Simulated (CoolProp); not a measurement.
Properties of chlorine along the isotherm 423.5 K (Tc = 416.9 K, pc = 7.642 MPa, ω = 0.070).

Computed with CoolProp (reference Helmholtz-energy equation of state, Thol 2021).

```
p (MPa)          phase  density (kg/m³)  cp (kJ/(kg K))  cv (kJ/(kg K))  Joule-Thomson coefficient (K/MPa)  isothermal compressibility (1/MPa)
-------  -------------  ---------------  --------------  --------------  ---------------------------------  ----------------------------------
0.0604             gas            1.219          0.5028          0.3843                              12.56                               16.60
0.0887             gas            1.792          0.5038          0.3847                              12.57                               11.31
0.13               gas            2.631          0.5052          0.3852                              12.57                               7.732
0.191              gas            3.876          0.5072          0.3860                              12.57                               5.276
0.28               gas            5.702          0.5103          0.3871                                  ?                               3.612
0.412              gas            8.436          0.5150          0.3889                              12.59                               2.468
0.604              gas            12.47               ?          0.3914                              12.60                               1.698
0.887              gas            18.53          0.5330          0.3953                              12.62                               1.171
1.3                gas            27.66          0.5504          0.4013                              12.65                              0.8145
1.91               gas                ?          0.5794          0.4107                              12.69                              0.5722
2.8                gas            64.18          0.6316          0.4260                              12.76                              0.4120
4.12               gas            102.4               ?          0.4533                              12.86                              0.3112
6.04               gas            177.2           1.098               ?                              12.88                              0.2782
8.87     supercritical            770.0           3.778          0.5962                              4.677                              0.2056
13       supercritical            952.8           1.364               ?                              1.311                             0.02114
19.1     supercritical             1038           1.121          0.4794                             0.5743                            0.009866
```

**Question.** Complete the blanks.

**Answer.** 
- 0.28, Joule-Thomson coefficient (K/MPa): 12.58
- 0.604, cp (kJ/(kg K)): 0.5221
- 1.91, density (kg/m³): 41.81
- 4.12, cp (kJ/(kg K)): 0.7433
- 6.04, cv (kJ/(kg K)): 0.5090
- 13, cv (kJ/(kg K)): 0.5067

The peak of cp marks the crossing from liquid-like to gas-like fluid above the critical point.
